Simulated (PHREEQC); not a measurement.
Dissolve 140 mmol/kgw NH4HF2, 0.25 mmol/kgw H2SiF6, 25 mmol/kgw H3PO4 and 1 mmol/kgw HCl at 5 °C. Closed to the air; pH follows from the charge balance.

All values are PHREEQC results (ion-association model, phreeqc.dat), not measurements.

| Item | Result |
|---|---|
| pH | 2.71 |
| ionic strength | 0.143 mol/kgw |
| activity of water | 0.993 |
| density | 1.005 g/cm³ |
| total alkalinity | -168 meq/kg |

| species | molality | activity | log γ |
|---|---|---|---|
| NH4+ | 0.140 | 0.101 | -0.143 |
| HF | 0.127 | 0.131 | 0.014 |
| F- | 0.0857 | 0.0635 | -0.131 |
| HF2- | 0.0337 | 0.0259 | -0.114 |
| H2PO4- | 0.0215 | 0.0166 | -0.112 |
| H3PO4 | 0.00355 | 0.00367 | 0.014 |
| H+ | 0.00238 | 0.00194 | -0.089 |

Precipitation was switched off in this run. Constants without temperature data keep their 25 °C values here. SiF6-2 is the database's only silicon fluoride.
